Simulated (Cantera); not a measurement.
Cantera run:

```python
import numpy as np
import cantera as ct

gas_names = """
    CL CL2 H HCL H2 Si SiCL SiCL2 SiCL3 SiCL4 SiH SiHCL3 SiH2 SiH2CL2 SiH3 SiH3CL SiH4 Si2 Si3
""".split()
cond_names = """
    Si(cr) Si(L)
""".split()


# ... load() reads the species with a 1 bar reference pressure and builds the phases ...
atoms = {
    'SiH2Cl2': {'Si': 1, 'H': 2, 'CL': 2},
    'Cl2': {'CL': 2},
    'H2': {'H': 2},
}
top_T = {}  # K; cautious upper limits of use, not melting points


# ... equilibrate(T, P, feed) seeds the gas with the atoms and calls Mixture.equilibrate('TP', solver="vcs", rtol=1e-11, max_steps=5000) ...
results = []
feed = {'SiH2Cl2': 1, 'Cl2': 0.016, 'H2': 160}  # mol
P = 42000  # Pa
for T in [925, 1000, 1075, 1150, 1225, 1300, 1375, 1450, 1525, 1600, 1675, 1750]:
    mix = equilibrate(T, P, feed)
    results.append((T, P, feed, dict(zip(mix.species_names, mix.species_moles))))

top = {s: max(r[3][s] / sum(r[3][g] for g in gas_names) for r in results) for s in gas_names}
cols = sorted((s for s in top if top[s] > 1e-05), key=lambda s: -top[s])[:9]
seen = [c for c in cond_names if any(r[3].get(c, 0) > 1e-12 for r in results)]
print("log10 of partial pressures in bar; condensed amounts in mol")
print(f"{'T/K':>10s}" + "".join(f"{s[:9]:>10s}" for s in cols + seen))
for T, P, feed, n in results:
    ng = sum(n[g] for g in gas_names)
    print(f"{T:10.4g}" + "".join(f"{np.log10(max(n[s] / ng * P / 1e5, 1e-99)):10.3f}" for s in cols)
          + "".join(f"{n.get(c, 0):10.4g}" for c in seen))
```

Result:

```
log10 of partial pressures in bar; condensed amounts in mol
       T/K        H2       HCL    SiHCL3     SiCL4     SiCL2         H   SiH2CL2     SiCL3      SiH2    Si(cr)     Si(L)
       925    -0.379    -2.986    -3.153    -3.321    -5.434    -9.774    -3.994    -5.177   -11.430    0.5018         0
      1000    -0.380    -2.718    -3.257    -3.443    -4.826    -8.834    -4.038    -4.826   -10.408    0.5998         0
      1075    -0.381    -2.519    -3.439    -3.672    -4.367    -8.024    -4.138    -4.619    -9.528    0.7226         0
      1150    -0.381    -2.395    -3.741    -4.062    -4.065    -7.318    -4.321    -4.583    -8.763    0.8336         0
      1225    -0.382    -2.337    -4.160    -4.609    -3.905    -6.697    -4.584    -4.706    -8.092    0.8971         0
      1300    -0.382    -2.318    -4.623    -5.218    -3.828    -6.147    -4.879    -4.910    -7.498    0.9204         0
      1375    -0.382    -2.313    -5.071    -5.806    -3.783    -5.656    -5.165    -5.126    -6.970    0.9264         0
      1450    -0.382    -2.312    -5.483    -6.348    -3.752    -5.215    -5.428    -5.332    -6.496    0.9264         0
      1525    -0.382    -2.312    -5.858    -6.841    -3.727    -4.817    -5.668    -5.521    -6.069    0.9243         0
      1600    -0.382    -2.313    -6.199    -7.289    -3.707    -4.456    -5.885    -5.694    -5.683    0.9213         0
      1675    -0.382    -2.314    -6.509    -7.698    -3.689    -4.126    -6.083    -5.852    -5.331    0.9174         0
      1750    -0.382    -2.312    -6.834    -8.109    -3.720    -3.825    -6.310    -6.039    -5.063         0    0.9206
```

Cantera equilibrium calculation (NASA polynomials, part measured and part estimated; ideal gas, pure solids and liquids). The tables' values for SiCl3 are old estimates; treat these amounts as uncertain. Gases not in the tables: Si2H6 and higher silanes.
